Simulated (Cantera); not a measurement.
A closed system holds: 1 mol AlCl₃, 0.52 mol HCl, 6.7 mol H₂, 0.83 mol N₂, at 1600 K and 75.0 Torr.

Cantera equilibrium calculation (NASA polynomials, part measured and part estimated; ideal gas, pure solids and liquids). Candidate condensed phases: Al, AlCl₃, AlN, NH₄Cl; 20 gas species. The tables' values for AlCl₂ are old estimates; treat these amounts as uncertain. Kinetics and transport are ignored.

Base state: H₂ 0.707, HCl 0.0949, N₂ 0.0899, AlCl₃ 0.0822, AlCl₂ 0.0137, AlCl 0.0125, H 0.000145, Cl 1.54e-5 (mole fractions); condensed: gas only.

Question: What changes in the equilibrium state with this change: temperature from 1600 K to 1675 K?

Answer: 
```
species    before     after
-------  --------  --------
H₂          0.707     0.688
HCl        0.0949     0.116
N₂         0.0899    0.0890
AlCl₃      0.0822    0.0682
AlCl       0.0125    0.0209
AlCl₂      0.0137    0.0181
Cl        1.54e-5   3.99e-5
H        0.000145  0.000305
```
